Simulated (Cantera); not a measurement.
Feed: 1 mol V2O5, 1.7 mol H2, at 17.0 Pa.

Cantera equilibrium calculation (NASA polynomials, part measured and part estimated; ideal gas, pure solids and liquids). Candidate condensed phases: H2O, V, VO, V2O3, V2O4, V2O5; 12 gas species. Mutual solubility and eutectic melting of coexisting phases are not modelled. Condensed phases not in the tables: the oxides between V2O3 and V2O5 other than VO2. Equilibrium is a limit: real reactors are often held back by kinetics, nucleation or transport.

Question: What share of the V ends up in condensed phases as a function of T (K), at 1448, 1473, 1498, 1523, 1548, 1573, 1598, 1623, 1648, 1673, 1698, 1723, 1748, 1773?

Answer: 
| T (K) | V condensed (%) | as |
|---|---|---|
| 1448 | 100.0 | V2O3(s) + V2O4(s) |
| 1473 | 100.0 | V2O3(s) + V2O4(s) |
| 1498 | 100.0 | V2O3(s) + V2O4(s) |
| 1523 | 99.9 | V2O3(s) + V2O4(s) |
| 1548 | 99.9 | V2O3(s) + V2O4(s) |
| 1573 | 99.7 | V2O3(s) + V2O4(s) |
| 1598 | 99.6 | V2O3(s) + V2O4(s) |
| 1623 | 99.3 | V2O3(s) + V2O4(s) |
| 1648 | 98.8 | V2O3(s) + V2O4(s) |
| 1673 | 98.0 | V2O3(s) + V2O4(s) |
| 1698 | 96.7 | V2O3(s) + V2O4(s) |
| 1723 | 94.6 | V2O3(s) + V2O4(s) |
| 1748 | 92.1 | V2O3(s) |
| 1773 | 89.2 | V2O3(s) |
